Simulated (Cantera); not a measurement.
An adiabatic, constant-volume homogeneous reactor starts with CO : H₂ : CH₄ : O₂ : N₂ = 1 : 0.035 : 0.26 : 1.79 : 6.73 (molar parts), equivalence ratio 0.58, at 1750 K and 3750 Torr. Integrator tolerance rtol = 1e-08.

Computed with Cantera and GRI-Mech 3.0 (53 species, 325 reactions).

Q: What does this change do: constant pressure in place of constant volume?

A: 
```csv
quantity,before,after
time of steepest temperature rise,20.7 µs,21.4 µs
temperature at 0.200 s,2897 K,2759 K
equilibrium temperature,2897 K,2759 K
x(CO) at 0.200 s,0.0297 (gas-phase equilibrium 0.0297),0.0228 (gas-phase equilibrium 0.0228)
x(H₂) at 0.200 s,0.00196 (gas-phase equilibrium 0.00196),0.00154 (gas-phase equilibrium 0.00154)
x(CH₄) at 0.200 s,<1e-12 (gas-phase equilibrium <1e-12),<1e-12 (gas-phase equilibrium <1e-12)
x(C₂H₄) at 0.200 s,<1e-12 (gas-phase equilibrium <1e-12),<1e-12 (gas-phase equilibrium <1e-12)
x(C₂H₂) at 0.200 s,<1e-12 (gas-phase equilibrium <1e-12),<1e-12 (gas-phase equilibrium <1e-12)
x(H) at 0.200 s,0.00179 (gas-phase equilibrium 0.00179),0.00125 (gas-phase equilibrium 0.00125)
```

Q: What does this change do: initial temperature 1750 to 1248 K?

A: 
| quantity | before | after |
|---|---|---|
| time of steepest temperature rise | 20.7 µs | 0.736 ms |
| temperature at 0.200 s | 2897 K | 2687 K |
| equilibrium temperature | 2897 K | 2687 K |
| x(CO) at 0.200 s | 0.0297 (gas-phase equilibrium 0.0297) | 0.0128 (gas-phase equilibrium 0.0128) |
| x(H₂) at 0.200 s | 0.00196 (gas-phase equilibrium 0.00196) | 0.000855 (gas-phase equilibrium 0.000855) |
| x(CH₄) at 0.200 s | <1e-12 (gas-phase equilibrium <1e-12) | <1e-12 (gas-phase equilibrium <1e-12) |
| x(C₂H₄) at 0.200 s | <1e-12 (gas-phase equilibrium <1e-12) | <1e-12 (gas-phase equilibrium <1e-12) |
| x(C₂H₂) at 0.200 s | <1e-12 (gas-phase equilibrium <1e-12) | <1e-12 (gas-phase equilibrium <1e-12) |
| x(H) at 0.200 s | 0.00179 (gas-phase equilibrium 0.00179) | 0.000496 (gas-phase equilibrium 0.000496) |

Q: What does this change do: CO 1 to 0.53 parts?

A: 
| quantity | before | after |
|---|---|---|
| time of steepest temperature rise | 20.7 µs | 22.8 µs |
| temperature at 0.200 s | 2897 K | 2754 K |
| equilibrium temperature | 2897 K | 2754 K |
| x(CO) at 0.200 s | 0.0297 (gas-phase equilibrium 0.0297) | 0.0109 (gas-phase equilibrium 0.0109) |
| x(H₂) at 0.200 s | 0.00196 (gas-phase equilibrium 0.00196) | 0.00113 (gas-phase equilibrium 0.00113) |
| x(CH₄) at 0.200 s | <1e-12 (gas-phase equilibrium <1e-12) | <1e-12 (gas-phase equilibrium <1e-12) |
| x(C₂H₄) at 0.200 s | <1e-12 (gas-phase equilibrium <1e-12) | <1e-12 (gas-phase equilibrium <1e-12) |
| x(C₂H₂) at 0.200 s | <1e-12 (gas-phase equilibrium <1e-12) | <1e-12 (gas-phase equilibrium <1e-12) |
| x(H) at 0.200 s | 0.00179 (gas-phase equilibrium 0.00179) | 0.000847 (gas-phase equilibrium 0.000847) |
